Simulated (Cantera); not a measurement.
Cantera run:

```python
import numpy as np
import cantera as ct

gas_names = [...]  # 113 gases of nasa_gas.yaml made of C, H, O, Ta
cond_names = """
    C(gr) C6H6(L) C7H8(L) C8H18(L),n-octa H2O(s) H2O(L) Ta(cr) Ta(L) TaC(s) TaC(L) Ta2O5(s) Ta2O5(L)
""".split()


# ... load() reads the species with a 1 bar reference pressure and builds the phases ...
atoms = {
    'Ta(OEt)5': {'Ta': 1, 'C': 10, 'H': 25, 'O': 5},
    'CH4': {'C': 1, 'H': 4},
}
top_T = {'C(gr)': 4500}  # K; cautious upper limits of use, not melting points


# ... equilibrate(T, P, feed) seeds the gas with the atoms and calls Mixture.equilibrate('TP', solver="vcs", rtol=1e-11, max_steps=5000) ...
results = []
feed = {'Ta(OEt)5': 1, 'CH4': 0.51}  # mol
T = 1248.15  # K
P = 70000  # Pa
mix = equilibrate(T, P, feed)
results.append((T, P, feed, dict(zip(mix.species_names, mix.species_moles))))
print(gas.report(threshold=1e-05))
for i in range(1, mix.n_phases):
    print(f"{mix.phase(i).name:16s} {mix.phase_moles(i):12.5e} mol")
```

Output:

```
       temperature   1248.2 K
          pressure   70000 Pa
           density   0.043788 kg/m^3
  mean mol. weight   6.4918 kg/kmol
   phase of matter   gas

                          1 kg             1 kmol
                     ---------------   ---------------
          enthalpy        1.4435e+06        9.3711e+06  J
   internal energy       -1.5505e+05       -1.0066e+06  J
           entropy             29631        1.9236e+05  J/K
    Gibbs function        -3.554e+07       -2.3072e+08  J
 heat capacity c_p            4944.2             32097  J/K
 heat capacity c_v            3663.5             23782  J/K

                      mass frac. Y      mole frac. X     chem. pot. / RT
                     ---------------   ---------------   ---------------
               CH4          0.013111         0.0053051           -39.132
                CO           0.72525           0.16809           -39.002
               CO2         0.0013216        0.00019495           -76.139
                H2           0.25618           0.82492           -18.633
               H2O         0.0041357         0.0014903            -55.77
     [ +108 minor]        4.3945e-06        1.5438e-06

C(gr)             7.60791e+00 mol
Ta(cr)            0.00000e+00 mol
TaC(s)            9.81686e-02 mol
Ta2O5(s)          4.50916e-01 mol
```

Equilibrium computed with Cantera from the NASA thermochemical tables; the gas is ideal and each condensed phase is pure. The feed counts by its element totals alone. Mutual solubility and eutectic melting of coexisting phases are not modelled. TaC: taken at fixed stoichiometry. Condensed phases not in the tables: Ta2C.
